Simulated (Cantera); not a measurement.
What does this Cantera script print?

```python
import numpy as np
import cantera as ct

gas = ct.Solution("h2o2.yaml")
gas.TPX = 1275, 1600, {'H2': 0.1, 'O2': 1}
reactor = ct.IdealGasConstPressureReactor(gas, energy="off", clone=False)
net = ct.ReactorNet([reactor])
net.rtol, net.atol = 1e-08, 1e-18
show = ['H2', 'O2', 'O', 'H2O2', 'H', 'HO2', 'OH']
times = np.geomspace(0.0002, 10, 15)

steps = ct.SolutionArray(gas, extra=["t"])
rows = []
print(f"{'t/s':>10s}{'T/K':>9s}{'P/Pa':>11s}" + "".join(f"{s:>11s}" for s in show))
for t in times:
    while net.time < t:
        t_next = net.step()
        steps.append(gas.state, t=t_next)
    rows.append([np.interp(t, steps.t, y) for y in (steps.T, steps.P, *steps(*show).X.T)])
    print(f"{t:10.3e}{rows[-1][0]:9.1f}{rows[-1][1]:11.4g}" + "".join(f"{x:11.3e}" for x in rows[-1][2:]))
rate = np.gradient(steps.T, steps.t)
print("integrator steps:", len(steps.t))
if steps.T.max() > steps.T[0] + 200:
    print(f"time of steepest temperature rise: {steps.t[rate.argmax()]:.4e} s")
gas.TPX = 1275, 1600, {'H2': 0.1, 'O2': 1}
gas.equilibrate("TP")
print(f"equilibrium (TP): T = {gas.T:.1f} K  " + "  ".join(f"{s} {gas[s].X[0]:.3e}" for s in show))
```

Output:

```
       t/s      T/K       P/Pa         H2         O2          O       H2O2          H        HO2         OH
 2.000e-04   1275.0       1600  9.091e-02  9.091e-01  2.308e-07  1.122e-10  1.739e-07  6.972e-08  1.641e-07
 4.332e-04   1275.0       1600  9.089e-02  9.091e-01  8.570e-06  5.395e-10  6.216e-06  1.749e-07  6.024e-06
 9.382e-04   1275.0       1600  6.377e-02  8.904e-01  1.120e-02  1.667e-07  8.363e-03  3.850e-06  6.591e-03
 2.032e-03   1275.0       1600  2.511e-03  8.442e-01  5.190e-02  1.629e-07  1.845e-02  5.245e-06  7.071e-03
 4.401e-03   1275.0       1600  2.198e-03  8.507e-01  4.658e-02  1.622e-07  1.546e-02  5.193e-06  6.664e-03
 9.533e-03   1275.0       1600  1.781e-03  8.626e-01  3.651e-02  1.670e-07  1.082e-02  5.065e-06  6.033e-03
 2.065e-02   1275.0       1600  1.137e-03  8.789e-01  2.241e-02  1.661e-07  5.247e-03  4.614e-06  4.857e-03
 4.472e-02   1275.0       1600  4.950e-04  8.936e-01  9.474e-03  1.433e-07  1.447e-03  3.508e-06  3.223e-03
 9.686e-02   1275.0       1600  1.467e-04  9.012e-01  2.775e-03  9.643e-08  2.297e-04  1.953e-06  1.761e-03
 2.098e-01   1275.0       1600  3.616e-05  9.037e-01  6.827e-04  5.176e-08  2.807e-05  7.903e-07  8.774e-04
 4.544e-01   1275.0       1600  9.091e-06  9.044e-01  1.720e-04  2.457e-08  3.556e-06  2.707e-07  4.414e-04
 9.842e-01   1275.0       1600  2.564e-06  9.046e-01  4.871e-05  1.113e-08  5.362e-07  9.398e-08  2.352e-04
 2.132e+00   1275.0       1600  8.233e-07  9.047e-01  1.570e-05  4.986e-09  9.816e-08  3.891e-08  1.336e-04
 4.617e+00   1275.0       1600  2.965e-07  9.047e-01  5.675e-06  2.267e-09  2.133e-08  2.368e-08  8.030e-05
 1.000e+01   1275.0       1600  1.201e-07  9.047e-01  2.305e-06  1.097e-09  5.524e-09  2.287e-08  5.118e-05
integrator steps: 1903
equilibrium (TP): T = 1275.0 K  H2 4.398e-08  O2 9.047e-01  O 8.452e-07  H2O2 5.169e-10  H 1.230e-09  HO2 3.052e-08  OH 3.098e-05
```

Cantera simulation using the H2/O2 subset of GRI-Mech 3.0, which has no nitrogen chemistry; the numbers are that mechanism's predictions, not measurements. Radical loss at walls, strong at low pressure, is not modelled. The temperature is held fixed by assumption; the heat of reaction is taken as removed at once.
